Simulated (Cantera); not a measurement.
Feed: 1 mol B2H6, 15 mol H2, equilibrated at 2298.15 K and 0.0450 bar.

These are equilibrium values from Cantera (NASA tables, ideal gas, pure condensed phases), not measurements of a reactor. Candidate condensed phases: B; 7 gas species. The feed counts by its element totals alone. The tables' values for BH2 are old estimates; treat these amounts as uncertain. Gases not in the tables: B2H6 and higher boranes. Rates play no part.

Base state: H2 0.954, H 0.0441, BH2 0.00197, B 0.000220, BH 4.02e-5, BH3 1.38e-5 (mole fractions); condensed: B(s).

Problem. What changes in the equilibrium state with this change: B2H6 replaced by borazine?

Solution. 
| species | before | after |
|---|---|---|
| H2 | 0.954 | 0.880 |
| N2 | 0 | 0.0753 |
| H | 0.0441 | 0.0424 |
| BH2 | 0.00197 | 0.00182 |
| BH3 | 1.38e-5 | 1.22e-5 |
| BH | 4.02e-5 | 3.86e-5 |
| B | 0.000220 | 0.000220 |
| B(s), mol | 1.96 | 2.96 |
Further candidate phases: BN.

Problem. What changes in the equilibrium state with this change: pressure from 0.0450 bar to 0.360 bar?

Solution. 
```tsv
species	before	after
H2	0.954	0.982
H	0.0441	0.0158
BH2	0.00197	0.00203
B	0.000220	2.75e-5
BH3	1.38e-5	4.07e-5
BH	4.02e-5	1.44e-5
B(s), mol	1.96	1.96
```
